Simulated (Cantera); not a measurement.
Feed: 1 mol CuO, 6.9 mol H2, 0.058 mol H2O, held at 2550 Torr.

These are equilibrium values from Cantera (NASA tables, ideal gas, pure condensed phases), not measurements of a reactor. Candidate condensed phases: Cu, CuO, Cu(OH)2, Cu2O, H2O; 12 gas species. Rates play no part.

x: gas mole fraction; n: condensed amount in mol.

```
T (K)   x H2  x H2O        x Cu       x H  n Cu(s)  n Cu(l)
-----  -----  -----  ----------  --------  -------  -------
1098   0.848  0.152  (withheld)   1.24e-8     1.00        0
1198   0.848  0.152  (withheld)   9.49e-8     1.00        0
1298   0.848  0.152  (withheld)   5.35e-7     1.00        0
1398   0.848  0.152  (withheld)   2.36e-6        0    1.000
1498   0.848  0.152  (withheld)   8.58e-6        0    1.000
1598   0.848  0.152  (withheld)   2.66e-5        0    1.000
1698   0.848  0.152  (withheld)   7.22e-5        0    1.000
1798   0.848  0.152  (withheld)  0.000176        0    0.999
1898   0.847  0.152  (withheld)  0.000390        0    0.997
1998   0.846  0.152  (withheld)  0.000800        0    0.991
2098   0.844  0.151  (withheld)   0.00153        0    0.979
2198   0.840  0.151  (withheld)   0.00277        0    0.952
```

**Question.** Fill in the missing entries.

**Answer.** 
- 1098, x Cu: 1.64e-10
- 1198, x Cu: 3.42e-9
- 1298, x Cu: 4.43e-8
- 1398, x Cu: 3.82e-7
- 1498, x Cu: 2.34e-6
- 1598, x Cu: 1.14e-5
- 1698, x Cu: 4.55e-5
- 1798, x Cu: 0.000156
- 1898, x Cu: 0.000465
- 1998, x Cu: 0.00124
- 2098, x Cu: 0.00301
- 2198, x Cu: 0.00672
